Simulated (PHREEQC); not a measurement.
0.035 g of hydrous ferric oxide (600 m²/g; 0.2 weak and 0.005 strong sites per Fe, Dzombak-Morel constants, diffuse double layer) in 1 kg of water with 0.3 mol/kgw of an inert sodium salt and 3.7e-05 mol Ag2SO4 and 5.1e-07 mol ZnCl2, at 25 °C; the pH is set by adding NaOH or the inert anion's acid. O2 is buffered at 0.21 atm. CO2 from the air is kept out. Precipitation was switched off in this run.

Base run: PHREEQC, ion-association model, wateq4f.dat. Each further column changes one thing. The table gives Zn sorbed (%).

| pH | base | no electrostatic term (-no_edl) | background salt from 0.3 to 0.03 mol/kgw | oxide from 0.035 to 0.18 g/kgw | 1.4e-05 mol/kgw PbCl2 added |
|---|---|---|---|---|---|
| 4 | 0.0 | 0.0 | 0.0 | 0.0 | 0.0 |
| 4.67 | 0.1 | 0.1 | 0.1 | 0.3 | 0.0 |
| 5.33 | 0.8 | 1.3 | 1.3 | 4.1 | 0.0 |
| 6 | 8.0 | 20.4 | ? | 31.1 | 0.5 |
| 6.67 | 32.2 | 70.5 | 34.7 | 72.8 | 4.8 |
| 7.33 | 69.6 | 87.2 | 74.8 | 93.0 | 35.2 |
| 8 | 94.5 | 95.5 | 96.6 | 99.0 | 85.5 |
| 8.67 | 99.0 | 97.3 | 99.4 | 99.8 | 97.4 |
| 9.33 | 98.9 | ? | 99.4 | 99.8 | ? |
| 10 | 95.7 | 31.4 | 98.1 | 99.6 | ? |
| 10.67 | 69.4 | 1.9 | 89.1 | 98.7 | 34.7 |
| 11.33 | 9.9 | 0.1 | 37.7 | ? | 3.3 |
| 12 | 0.3 | 0.0 | 2.2 | ? | 0.3 |

Fill in the missing entries.


- 6, background salt from 0.3 to 0.03 mol/kgw: 10.2
- 9.33, no electrostatic term (-no_edl): 88.2
- 9.33, 1.4e-05 mol/kgw PbCl2 added: 97.0
- 10, 1.4e-05 mol/kgw PbCl2 added: 86.4
- 11.33, oxide from 0.035 to 0.18 g/kgw: 89.2
- 12, oxide from 0.035 to 0.18 g/kgw: 17.2

In at least one series the solution becomes supersaturated in solids that the run did not let form, among them Ag2O.
